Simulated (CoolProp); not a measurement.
The fluid at 298.15 K and 0.00774 MPa expands adiabatically to 0.00101 MPa with isentropic efficiency 0.85. The same conditions are run with several fluids, on thermodynamics alone (safety and materials aside).

Model: reference Helmholtz-energy equation of state of each fluid (the fluoroketone C6F12O (FK-5-1-12): McLinden 2015; R13: Platzer 1990; R245ca: Zhou 2016; C2F6 (R116): Lemmon 2006), in CoolProp. The equations of Platzer and Polt are older, rougher fits.

Question: Rank the fluoroketone C6F12O (FK-5-1-12), R13, R245ca, C2F6 (R116) by work (kJ/kg), highest first.

Answer: R13 (36.1), R245ca (29.7), C2F6 (R116) (28.7), the fluoroketone C6F12O (FK-5-1-12) (13.1)

```csv
fluid,final temperature (K),final density (kg/m³)
the fluoroketone C6F12O (FK-5-1-12),282.6,0.136
R13,238.2,0.0533
R245ca,263.1,0.0619
C2F6 (R116),259.3,0.0647
```
